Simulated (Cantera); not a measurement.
A Cantera script and what it prints.

```python
import numpy as np
import cantera as ct

gas_names = """
    H H2 N NH NH2 NH3 N2 N2H2 N2H4 Zr ZrN
""".split()
cond_names = """
    Zr(a) Zr(b) Zr(L) ZrN(s) ZrN(L)
""".split()


# ... load() reads the species with a 1 bar reference pressure and builds the phases ...
atoms = {
    'Zr': {'Zr': 1},
    'NH3': {'N': 1, 'H': 3},
}
top_T = {}  # K; cautious upper limits of use, not melting points


# ... equilibrate(T, P, feed) seeds the gas with the atoms and calls Mixture.equilibrate('TP', solver="vcs", rtol=1e-11, max_steps=5000) ...
results = []
T = 1525  # K
P = 100  # Pa
for m in [0.46, 0.66, 0.93, 1.3, 1.9, 2.6, 3.7, 5.3]:
    feed = {'Zr': 1, 'NH3': m}  # mol
    mix = equilibrate(T, P, feed)
    results.append((T, P, feed, dict(zip(mix.species_names, mix.species_moles))))

top = {s: max(r[3][s] / sum(r[3][g] for g in gas_names) for r in results) for s in gas_names}
cols = sorted((s for s in top if top[s] > 1e-05), key=lambda s: -top[s])[:9]
seen = [c for c in cond_names if any(r[3].get(c, 0) > 1e-12 for r in results)]
print("log10 of partial pressures in bar; condensed amounts in mol")
print(f"{'n(NH3)':>10s}" + "".join(f"{s[:9]:>10s}" for s in cols + seen))
for T, P, feed, n in results:
    ng = sum(n[g] for g in gas_names)
    print(f"{feed['NH3']:10.4g}" + "".join(f"{np.log10(max(n[s] / ng * P / 1e5, 1e-99)):10.3f}" for s in cols)
          + "".join(f"{n.get(c, 0):10.4g}" for c in seen))
```

Output:

```
log10 of partial pressures in bar; condensed amounts in mol
    n(NH3)        H2        N2         H     Zr(b)    ZrN(s)
      0.46    -3.000   -15.354    -6.126      0.54      0.46
      0.66    -3.000   -15.354    -6.126      0.34      0.66
      0.93    -3.000   -15.354    -6.126      0.07      0.93
       1.3    -3.033    -4.146    -6.142         0         1
       1.9    -3.064    -3.865    -6.158         0         1
       2.6    -3.081    -3.769    -6.167         0         1
       3.7    -3.095    -3.709    -6.173         0         1
       5.3    -3.104    -3.672    -6.178         0         1
```

Equilibrium computed with Cantera from the NASA thermochemical tables; the gas is ideal and each condensed phase is pure. Mutual solubility and eutectic melting of coexisting phases are not modelled. ZrN: taken at fixed stoichiometry. Condensed phases not in the tables: N, O or C dissolved in the metal.
